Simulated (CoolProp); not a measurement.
Model: reference Helmholtz-energy equation of state, Thol 2016, in CoolProp.

Q: For hexamethyldisiloxane (MM), give the phase and the density (kg/m³), fugacity coefficient at 55.15 °C and 1610 kPa; 55.15 °C and 2820 kPa; 55.15 °C and 4020 kPa.

A: 
- 55.15 °C and 1610 kPa: liquid; density 730, fugacity coefficient 0.0150
- 55.15 °C and 2820 kPa: liquid; density 733, fugacity coefficient 0.00944
- 55.15 °C and 4020 kPa: liquid; density 735, fugacity coefficient 0.00730
